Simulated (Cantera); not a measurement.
## Premixed flame

A freely propagating, adiabatic, planar premixed flame of 22.7 % H₂, 16.2 % O₂, 61.1 % N₂, equivalence ratio 0.70, unburnt at 500 K and 100.0 Torr; mixture-averaged transport, grid criteria slope 0.08 and curve 0.16, no radiation.

Computed with Cantera and the H2/O2 subset of GRI-Mech 3.0, which has no nitrogen chemistry. Burning velocities carry a grid error of a few per cent, more on coarse grids.

```
z (mm)  T (K)  u (m/s)    x H₂    x O₂    x HO₂       x O     x H₂O       x H
------  -----  -------  ------  ------  -------  --------  --------  --------
-17.8     500     3.37   0.227   0.162    <1e-8     <1e-8     <1e-8     <1e-8
-11.8     500     3.37   0.227   0.162    <1e-8     <1e-8     <1e-8     <1e-8
-8.88     500     3.37   0.227   0.162    <1e-8     <1e-8     <1e-8     <1e-8
-5.92     500     3.37   0.227   0.162  1.18e-7     <1e-8   1.76e-8   1.10e-8
-2.96     508     3.41   0.225   0.162  7.38e-5   4.80e-6  0.000447  0.000107
-1.48     666     4.40   0.199   0.159  4.72e-5  0.000159    0.0140   0.00517
0        1047     6.70  0.0979   0.122  1.93e-5   0.00576    0.0943    0.0367
1.48     1317     8.34  0.0288  0.0742  9.76e-6    0.0146     0.177    0.0504
2.96     1442     9.08  0.0222  0.0660  7.34e-6    0.0157     0.191    0.0432
5.92     1578     9.85  0.0212  0.0626  5.67e-6    0.0144     0.199    0.0324
11.8     1719     10.6  0.0190  0.0597  4.26e-6    0.0120     0.209    0.0218
23.7     1855     11.3  0.0152  0.0572  3.05e-6   0.00900     0.220    0.0129
47.4     1970     12.0  0.0107  0.0554  2.12e-6   0.00595     0.230   0.00653
```
x: mole fraction of selected species; z is measured from the peak of heat release.

The laminar burning velocity is 337 cm/s and the thermal thickness is 5.92 mm. The peak x(HO₂) comes out as 7.90e-5, the peak x(O) is 0.0157 and the peak x(H) is 0.0508. The grid points is 131.
